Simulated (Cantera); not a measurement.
A perfectly stirred reactor is fed with 41.7 % NO, 58.3 % N₂, at 2670 Pa; it is held at 2200 K, and followed from long to short residence time.

Detailed kinetics in Cantera: GRI-Mech 3.0 (53 species, 325 reactions). Radical loss at walls, strong at low pressure, is not modelled.

### Question
Predict: x(NO) at τ = 14.0 s; x(O) at τ = 14.0 s; x(O₂) at τ = 14.0 s; x(NO₂) at τ = 14.0 s; x(N₂) at τ = 14.0 s; x(NO) at τ = 80.0 ms; x(O) at τ = 80.0 ms; x(O₂) at τ = 80.0 ms; x(NO₂) at τ = 80.0 ms; x(N₂) at τ = 80.0 ms.

### Answer
```json
{
  "x(NO) at τ = 14.0 s": "0.0392",
  "x(O) at τ = 14.0 s": "0.00708",
  "x(O₂) at τ = 14.0 s": "0.184",
  "x(NO₂) at τ = 14.0 s": "7.67e-6",
  "x(N₂) at τ = 14.0 s": "0.769",
  "x(NO) at τ = 80.0 ms": "0.404",
  "x(O) at τ = 80.0 ms": "0.00161",
  "x(O₂) at τ = 80.0 ms": "0.00553",
  "x(NO₂) at τ = 80.0 ms": "1.49e-5",
  "x(N₂) at τ = 80.0 ms": "0.589"
}
```
